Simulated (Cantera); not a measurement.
Charge: 1 mol HF, 6.6 mol H2, held at 2473.15 K.

Equilibrium computed with Cantera from the NASA thermochemical tables; the gas is ideal and each condensed phase is pure. The ideal-gas law is rough above about 30 bar. Rates play no part.

x: gas mole fraction; nothing condenses.

| P (Pa) | x H2 | x H | x HF | x F | x H2F2 | x H3F3 |
|---|---|---|---|---|---|---|
| 10 | 0.127 | 0.794 | 0.0783 | 0.000956 | 3.73e-12 | <1e-12 |
| 52 | 0.337 | 0.568 | 0.0939 | 0.000308 | 2.79e-11 | <1e-12 |
| 280 | 0.571 | 0.319 | 0.110 | 0.000120 | 2.08e-10 | <1e-12 |
| 1400 | (withheld) | (withheld) | 0.121 | (withheld) | (withheld) | <1e-12 |
| 7600 | 0.801 | 0.0724 | 0.127 | 2.23e-5 | 7.44e-9 | <1e-12 |
| 40000 | 0.838 | 0.0323 | 0.129 | 9.71e-6 | 4.08e-8 | <1e-12 |
| 210000 | 0.855 | (withheld) | 0.131 | (withheld) | (withheld) | <1e-12 |
| 1100000 | 0.863 | 0.00625 | 0.131 | 1.85e-6 | 1.15e-6 | 1.34e-11 |
| 5700000 | 0.866 | 0.00275 | 0.131 | 8.12e-7 | 5.99e-6 | 3.63e-10 |
| 30000000 | 0.867 | 0.00120 | 0.131 | 3.54e-7 | 3.16e-5 | 1.01e-8 |

Question: Some entries are withheld; supply them.

Answer: 
- 1400, x H2: 0.719
- 1400, x H: 0.160
- 1400, x F: 5.24e-5
- 1400, x H2F2: 1.25e-9
- 210000, x H: 0.0142
- 210000, x F: 4.24e-6
- 210000, x H2F2: 2.18e-7
